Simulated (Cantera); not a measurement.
## Ignition delay

Mixture: CH4 : C2H6 : O2 : N2 = 1 : 0.077 : 3.78 : 12.1 (molar parts), at 3380 Torr, adiabatic and at constant volume. Ignition delay is the time to a rise of 400 K.

Computed with Cantera and GRI-Mech 3.0 (53 species, 325 reactions).

```
T0 (K)  delay (ms)
------  ----------
1225          1.37
1300         0.594
1375         0.276
1450         0.135
1525        0.0694
1600        0.0378
1675        0.0219
1750        0.0135
1825       0.00885
1900       0.00611
```

The apparent activation energy between 1750 and 1900 K is 150 kJ/mol.
